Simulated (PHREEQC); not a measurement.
Make-up at 6.4 °C: 0.0022 mol/kgw HF, 0.022 mol/kgw NH4HF2 and 0.0016 mol/kgw (NH4)2SiF6. Closed to the air; pH follows from the charge balance.

All values are PHREEQC results (ion-association model, wateq4f.dat), not measurements.

```json
{
 "pH": "3.04",
 "ionic_strength": "0.0278 mol/kgw",
 "total_alkalinity": "-30.6 meq/kg"
}
```

```json
[
 {"species": "NH4+", "molality": "0.0252", "activity": "0.0216", "log γ": "-0.067"},
 {"species": "F-", "molality": "0.0218", "activity": "0.0186", "log γ": "-0.069"},
 {"species": "HF", "molality": "0.0185", "activity": "0.0186", "log γ": "0.003"},
 {"species": "H2F2", "molality": "0.00170", "activity": "0.00171", "log γ": "0.003"},
 {"species": "SiF6-2", "molality": "0.00160", "activity": "0.000879", "log γ": "-0.260"},
 {"species": "HF2-", "molality": "0.00128", "activity": "0.00109", "log γ": "-0.069"},
 {"species": "H+", "molality": "0.00105", "activity": "0.000921", "log γ": "-0.056"},
 {"species": "NH3", "molality": "3.28e-9", "activity": "3.28e-9", "log γ": "0.000"}
]
```

Precipitation was switched off in this run. Complexes and solids missing from the database can't appear. wateq4f.dat counts part of the HF as a dimer, H2F2, which phreeqc.dat doesn't know; its constant is uncertain. Away from 25 °C the constants follow the database's enthalpies or fits; those with neither stay at their 25 °C values. SiF6-2 is the database's only silicon fluoride.
